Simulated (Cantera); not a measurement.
A perfectly stirred reactor is fed with 2.50 % CH4, 1.65 % C2H6, 9.78 % O2, 86.1 % N2, at 1.00 bar; it is adiabatic with a 773 K inlet, and is followed from long to short residence time, starting on the burning branch (τ in s: 0.25, 0.082, 0.027, 0.0087, 0.0028, 0.00092, 0.0003, 9.7e-05, 3.2e-05, 1e-05, 3.3e-06).

Detailed kinetics in Cantera: GRI-Mech 3.0 (53 species, 325 reactions).

One state of this run: T (K) = 1762; x CH4 = 2.61e-5; x C2H6 = 3.31e-6; x O2 = 0.00199; x HO2 = 6.87e-7; x CO = 0.0149; x C2H2 = 6.76e-6; x NO2 = 5.46e-9. x: mole fraction; the columns are a selection and need not sum to one.

Q: Which value of τ (s) does it belong to?
(A) 0.25
(B) 0.0087
(C) 9.7e-5
(D) 0.0028

A: B, 0.0087
